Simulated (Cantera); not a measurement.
## Adiabatic ignition

An adiabatic, constant-pressure homogeneous reactor starts with 8.58 % CH₄, 2.92 % H₂, 11.7 % O₂, 76.8 % N₂, equivalence ratio 1.6, at 1325 K and 0.590 bar.

Detailed kinetics in Cantera: GRI-Mech 3.0 (53 species, 325 reactions).

| t (s) | T (K) | x CH₄ | x H₂ | x O₂ | x CH₂O | x HO₂ |
|---|---|---|---|---|---|---|
| 1.00e-6 | 1325 | 0.0858 | 0.0292 | 0.117 | 1.06e-12 | 3.47e-9 |
| 3.05e-6 | 1325 | 0.0858 | 0.0292 | 0.117 | 1.22e-11 | 1.06e-8 |
| 9.32e-6 | 1325 | 0.0858 | 0.0292 | 0.117 | 1.45e-10 | 3.23e-8 |
| 2.85e-5 | 1325 | 0.0858 | 0.0292 | 0.117 | 1.63e-9 | 9.75e-8 |
| 8.69e-5 | 1325 | 0.0858 | 0.0292 | 0.117 | 1.94e-8 | 2.88e-7 |
| 0.000265 | 1325 | 0.0858 | 0.0292 | 0.117 | 3.53e-7 | 8.04e-7 |
| 0.000809 | 1325 | 0.0857 | 0.0291 | 0.117 | 2.47e-5 | 1.99e-6 |
| 0.00247 | 1347 | 0.0816 | 0.0287 | 0.114 | 0.000626 | 1.80e-5 |
| 0.00754 | 2272 | <1e-12 | 0.0679 | 6.61e-5 | 9.10e-10 | 2.32e-8 |
| 0.0230 | 2293 | <1e-12 | 0.0686 | 2.09e-5 | 1.00e-9 | 7.61e-9 |
| 0.0703 | 2293 | <1e-12 | 0.0687 | 2.06e-5 | 1.01e-9 | 7.49e-9 |
| 0.215 | 2293 | <1e-12 | 0.0687 | 2.05e-5 | 1.01e-9 | 7.47e-9 |
| 0.655 | 2293 | <1e-12 | 0.0687 | 2.05e-5 | 1.01e-9 | 7.47e-9 |
| 2.00 | 2293 | <1e-12 | 0.0687 | 2.05e-5 | 1.01e-9 | 7.47e-9 |
x: mole fraction; the columns are a selection and need not sum to one.

- time of steepest temperature rise: 4.41 ms
- temperature at 2.00 s: 2293 K
- equilibrium temperature: 2293 K
- x(CH₄) at 2.00 s: <1e-12 (gas-phase equilibrium <1e-12)
- x(H₂) at 2.00 s: 0.0687 (gas-phase equilibrium 0.0687)
- x(O₂) at 2.00 s: 2.05e-5 (gas-phase equilibrium 2.05e-5)
